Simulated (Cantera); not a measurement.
A Cantera script and what it prints.

```python
import numpy as np
import cantera as ct

gas_names = [...]  # 151 gases of nasa_gas.yaml made of C, H, N, O, Si
cond_names = """
    C(gr) C6H6(L) C7H8(L) C8H18(L),n-octa H2O(s) H2O(L) Si(cr) Si(L) SiC(b) SiO2(Lqz) SiO2(hqz) SiO2(L)
    Si2N2O(s) Si3N4(a)
""".split()


# ... load() reads the species with a 1 bar reference pressure and builds the phases ...
atoms = {
    'TEOS': {'Si': 1, 'C': 8, 'H': 20, 'O': 4},
    'O3': {'O': 3},
    'N2': {'N': 2},
}
top_T = {'C(gr)': 4500, 'SiC(b)': 3050, 'Si2N2O(s)': 2100, 'Si3N4(a)': 2400}  # K; cautious upper limits of use, not melting points


# ... equilibrate(T, P, feed) seeds the gas with the atoms and calls Mixture.equilibrate('TP', solver="vcs", rtol=1e-11, max_steps=5000) ...
results = []
feed = {'TEOS': 1, 'O3': 2.7, 'N2': 6.7}  # mol
P = 4600  # Pa
for T in [800, 850, 900, 950, 1000, 1050, 1100]:
    mix = equilibrate(T, P, feed)
    results.append((T, P, feed, dict(zip(mix.species_names, mix.species_moles))))

top = {s: max(r[3][s] / sum(r[3][g] for g in gas_names) for r in results) for s in gas_names}
cols = sorted((s for s in top if top[s] > 1e-05), key=lambda s: -top[s])[:7]
seen = [c for c in cond_names if any(r[3].get(c, 0) > 1e-12 for r in results)]
print("log10 of partial pressures in bar; condensed amounts in mol")
print(f"{'T/K':>10s}" + "".join(f"{s[:9]:>10s}" for s in cols + seen))
for T, P, feed, n in results:
    ng = sum(n[g] for g in gas_names)
    print(f"{T:10.4g}" + "".join(f"{np.log10(max(n[s] / ng * P / 1e5, 1e-99)):10.3f}" for s in cols)
          + "".join(f"{n.get(c, 0):10.4g}" for c in seen))
```

Output:

```
log10 of partial pressures in bar; condensed amounts in mol
       T/K        H2        N2        CO       CO2       H2O       CH4       NH3     C(gr) SiO2(Lqz) SiO2(hqz)
       800    -1.777    -1.866    -2.139    -2.284    -2.547    -3.425    -6.123     1.677         1         0
       850    -1.767    -1.898    -1.931    -2.529    -2.850    -3.741    -6.332    0.1215         0         1
       900    -1.767    -1.903    -1.906    -2.607    -2.830    -4.497    -6.519         0         0         1
       950    -1.771    -1.904    -1.898    -2.649    -2.776    -5.240    -6.692         0         0         1
      1000    -1.776    -1.904    -1.891    -2.688    -2.730    -5.912    -6.850         0         0         1
      1050    -1.780    -1.904    -1.885    -2.726    -2.692    -6.517    -6.995         0         0         1
      1100    -1.784    -1.904    -1.880    -2.763    -2.661    -7.065    -7.126         0         0         1
```

Method: chemical equilibrium by Gibbs-energy minimisation in Cantera with the NASA 1993 tables (ideal gas, pure condensed phases). The feed counts by its element totals alone.
